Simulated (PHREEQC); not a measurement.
## Hard or scaling water: an equilibrium model

Dissolve 36 mmol/kgw SrCl2, 0.98 mmol/kgw CO2 and 0.34 mmol/kgw H4SiO4 at 80 °C. Closed to the air; pH follows from the charge balance.

All values are PHREEQC results (ion-association model, wateq4f.dat), not measurements.

```json
{
 "pH": "4.49",
 "ionic_strength": "0.108 mol/kgw"
}
```

| species | molality | activity | log γ |
|---|---|---|---|
| Cl- | 0.0720 | 0.0529 | -0.134 |
| Sr+2 | 0.0360 | 0.0124 | -0.461 |
| CO2 | 0.000940 | 0.000963 | 0.011 |
| H4SiO4 | 0.000340 | 0.000349 | 0.011 |
| H+ | 4.02e-5 | 3.24e-5 | -0.094 |
| SrHCO3+ | 2.23e-5 | 1.71e-5 | -0.117 |
| HCO3- | 1.79e-5 | 1.36e-5 | -0.117 |
| OH- | 1.03e-8 | 7.53e-9 | -0.135 |
| H3SiO4- | 8.49e-9 | 6.29e-9 | -0.130 |
| SrCO3 | 1.27e-9 | 1.27e-9 | 0.000 |

Precipitation was switched off in this run. At this temperature some constants are extrapolated from 25 °C, and those without enthalpy data are left unchanged.
